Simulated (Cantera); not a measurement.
A closed system holds: 1 mol Si3N4, 1.1 mol N2O, 19 mol N2, held at 2.40 bar.

Equilibrium computed with Cantera from the NASA thermochemical tables; the gas is ideal and each condensed phase is pure. Candidate condensed phases: Si, SiO2, Si2N2O, Si3N4; 16 gas species. Mutual solubility and eutectic melting of coexisting phases are not modelled. Rates play no part. All values below are at 1525 K.

Base state: N2 1.00 (mole fractions); condensed: Si2N2O(s) + Si3N4(s).

**Question.** What changes in the equilibrium state with this change: pressure from 2.40 bar to 1.40e-5 bar?

**Answer.** 
```tsv
species	before	after
N2	1.00	0.951
SiO	2.08e-8	0.0473
Si	<1e-9	0.00135
Si2N2O(s), mol	1.10	0
Si3N4(s), mol	0.267	0
Si(s), mol	0	1.87
```
